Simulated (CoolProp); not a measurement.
A closed Brayton cycle with carbon dioxide: compressor inlet 313.15 K and 9.8 MPa, high pressure 32.4 MPa, turbine inlet 640 K, compressor efficiency 0.85, turbine efficiency 0.85, recuperator effectiveness 0.9 (on enthalpy, no pinch check). Each further row changes one setting.

Model: reference Helmholtz-energy equation of state, Span 1996, in CoolProp.

```
case                           thermal efficiency (%)  net work (kJ/kg)  compressor to turbine work  compressor exit (K)  turbine exit (K)
-----------------------------  ----------------------  ----------------  --------------------------  -------------------  ----------------
as stated                                        27.1              68.2                        0.36                356.4             520.6
turbine inlet 590 K                              24.0              56.2                        0.40                356.4             474.7
compressor inlet 323.15 K                        23.6              52.5                        0.51                402.3             520.6
high pressure 27.5 MPa                           26.6              63.1                        0.32                349.5             536.5
recuperator effectiveness 0.5                    20.3              68.2                        0.36                356.4             520.6
```
